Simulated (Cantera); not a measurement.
**Pyrogenic steam for wet oxidation**

A perfectly stirred reactor is fed with 27.3 % H2, 18.2 % O2, 54.5 % N2, at 0.132 atm; it is held at 1125 K, and followed from long to short residence time.

Computed with Cantera and the H2/O2 subset of GRI-Mech 3.0, which has no nitrogen chemistry. The temperature is held fixed by assumption; the heat of reaction is taken as removed at once.

```csv
τ (s),x H2,x O2,x H2O2,x H,x OH
6.2,0.000209,0.0527,6.16e-7,1.15e-5,0.000181
2.2,0.000415,0.0527,9.04e-7,3.25e-5,0.000256
0.79,0.000812,0.0529,1.25e-6,9.03e-5,0.000364
0.28,0.00158,0.0532,1.60e-6,0.000253,0.000521
0.10,0.00301,0.0538,1.87e-6,0.000694,0.000748
0.036,0.00559,0.0549,2.01e-6,0.00185,0.00107
0.013,0.0101,0.0572,1.99e-6,0.00474,0.00152
0.0046,0.0179,0.0614,1.85e-6,0.0116,0.00214
0.0016,0.0306,0.0690,1.64e-6,0.0257,0.00293
0.00058,0.0491,0.0805,1.44e-6,0.0472,0.00376
```
x: mole fraction; the columns are a selection and need not sum to one.
